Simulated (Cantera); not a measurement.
Low-pressure radical oxidation in H2/O2

An isothermal, constant-pressure homogeneous reactor starts with H2 : O2 : N2 = 0.013 : 1 : 0.51 (molar parts), equivalence ratio 0.0065, at 1050 K and 0.0133 bar.

Cantera simulation using GRI-Mech 3.0 (53 species, 325 reactions); the numbers are that mechanism's predictions, not measurements. Radical loss at walls, strong at low pressure, is not modelled.

```
t (s)         x H2   x O2     x N2O     x NO2       x H
--------  --------  -----  --------  --------  --------
4.00e-6    0.00854  0.657    <1e-12    <1e-12    <1e-12
1.23e-5    0.00854  0.657    <1e-12    <1e-12  2.36e-12
3.81e-5    0.00854  0.657    <1e-12    <1e-12  6.69e-12
0.000118   0.00854  0.657    <1e-12    <1e-12  1.65e-11
0.000363   0.00854  0.657    <1e-12    <1e-12  3.40e-11
0.00112    0.00854  0.657    <1e-12    <1e-12  9.27e-11
0.00346    0.00854  0.657    <1e-12    <1e-12  9.76e-10
0.0107     0.00853  0.657    <1e-12    <1e-12   9.08e-7
0.0330    0.000106  0.650  8.40e-10    <1e-12  0.000640
0.102      2.66e-5  0.653   3.26e-9  1.67e-12  0.000202
0.315      7.55e-6  0.654   5.18e-9  4.33e-12   3.11e-5
0.972      1.21e-6  0.655   6.19e-9  1.11e-11   2.10e-6
3.00       1.56e-7  0.655   6.61e-9  2.19e-11   1.06e-7
```
x: mole fraction; the columns are a selection and need not sum to one.

Equilibrium at this temperature and pressure: H2 3.34e-11, O2 0.655, N2O 3.62e-10, NO2 4.81e-7, H <1e-12 (gas phase only).
